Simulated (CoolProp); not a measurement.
Saturation properties of ethylene (Tc = 9.2 °C, pc = 5.042 MPa, ω = 0.087).

The numbers come from the reference Helmholtz-energy equation of state, Smukala 2000 in CoolProp.

| T (°C) | p (MPa) | liquid density (kg/m³) | vapour density (kg/m³) | enthalpy of vaporisation (kJ/kg) | liquid cp (kJ/(kg K)) |
|---|---|---|---|---|---|
| -98.85 | 0.1342 | 560.6 | 2.707 | 475.2 | 2.427 |
| -96.15 | 0.1554 | 556.6 | 3.101 | 471.1 | 2.433 |
| -93.55 | 0.1781 | 552.8 | 3.521 | 467.1 | 2.440 |
| -90.95 | 0.2033 | 548.9 | 3.982 | 463.0 | 2.448 |
| -88.35 | 0.2312 | 545.0 | 4.488 | 458.8 | 2.457 |
| -85.75 | 0.2618 | 541.1 | 5.041 | 454.5 | 2.466 |
| -83.05 | 0.2968 | 536.9 | 5.668 | 450.0 | 2.477 |
| -80.45 | 0.3336 | 532.9 | 6.328 | 445.6 | 2.489 |
| -77.85 | 0.3738 | 528.8 | 7.044 | 441.0 | 2.502 |
| -75.25 | 0.4175 | 524.6 | 7.820 | 436.3 | 2.516 |
| -72.65 | 0.4649 | 520.4 | 8.660 | 431.5 | 2.532 |
| -70.05 | 0.5161 | 516.1 | 9.569 | 426.6 | 2.549 |
| -67.35 | 0.5736 | 511.6 | 10.59 | 421.3 | 2.568 |
| -64.75 | 0.6334 | 507.2 | 11.65 | 416.2 | 2.588 |
| -62.15 | 0.6975 | 502.8 | 12.79 | 410.8 | 2.609 |

It boils at -103.8 °C under 1 atm.
